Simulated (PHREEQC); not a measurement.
0.014 g of hydrous ferric oxide (600 m²/g; 0.2 weak and 0.005 strong sites per Fe, Dzombak-Morel constants, diffuse double layer) in 1 kg of water with 0.005 mol/kgw of an inert sodium salt and 4.7e-05 mol/kgw Na2SeO3, at 25 °C; the pH is set by adding NaOH or the inert anion's acid. The system is closed to oxygen. The system is closed to CO2. No solid was allowed to form.

Equilibrium calculation in PHREEQC: ion-association model, wateq4f.dat.

Predict Se sorbed (%), surface charge σ (C/m²), surface potential ψ (mV) at pH = 5.12, 8.12, 8.5, 9.62.


| pH | Se sorbed (%) | surface charge σ (C/m²) | surface potential ψ (mV) |
|---|---|---|---|
| 5.12 | 30.0 | 0.016 | 72 |
| 8.12 | 10.7 | -0.005 | -29 |
| 8.5 | 7.1 | -0.007 | -41 |
| 9.62 | 0.4 | -0.021 | -84 |

The database's selenite sorption wasn't checked against measurements; a fall in acid may be a fault of its surface constants.
